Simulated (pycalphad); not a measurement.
An equivalent pycalphad script:

```python
from pycalphad import Database, equilibrium, calculate, variables as v
import numpy as np
db = Database('COST507.tdb')
comps = ['TI', 'C', 'VA']
phases = ['BCC_A2', 'FCC_A1', 'GRAPHITE', 'HCP_A3', 'LIQUID']
eq = equilibrium(db, comps, phases, {v.X('C'): 0.3985, v.T: np.arange(3300, 499, -100), v.P: 101325, v.N: 1}, output=['HM', 'SM'])
```

Computed with pycalphad from the COST 507 light-alloy database (1999), at 1 atm. The database dates from 1999; later assessments differ in places, in temperatures and in the compounds included. Amounts are mole fractions of atoms. Diffusion is slow at the low end, where real alloys seldom reach equilibrium.

Results at three of the temperatures:

```
T = 2100.00 K, P = 101325 Pa, N = 1 mol of atoms
G = -182399 J/mol, H = -40585 J/mol, S = 67.53 J/(mol K)  (SER reference)
chemical potentials (J/mol): Ti -167981, C -204161
phase             fraction      x(Ti)       x(C)
FCC_A1              1.0000     0.6015     0.3985
```

```
T = 2000.00 K, P = 101325 Pa, N = 1 mol of atoms
G = -175724 J/mol, H = -43816 J/mol, S = 65.95 J/(mol K)  (SER reference)
chemical potentials (J/mol): Ti -157633, C -203032
phase             fraction      x(Ti)       x(C)
FCC_A1              1.0000     0.6015     0.3985
```

```
T = 1200.00 K, P = 101325 Pa, N = 1 mol of atoms
G = -128719 J/mol, H = -68028 J/mol, S = 50.58 J/(mol K)  (SER reference)
chemical potentials (J/mol): Ti -83235, C -197372
phase             fraction      x(Ti)       x(C)
FCC_A1              1.0000     0.6015     0.3985
```

Changes of the phase set, refined by bisection:

```tsv
T (K)	phases above	phases below
3216.2	FCC_A1 + LIQUID	FCC_A1
```

FCC_A1 is fcc. The fcc model also describes the rock-salt carbide or nitride (TiC, TiN, HfC).
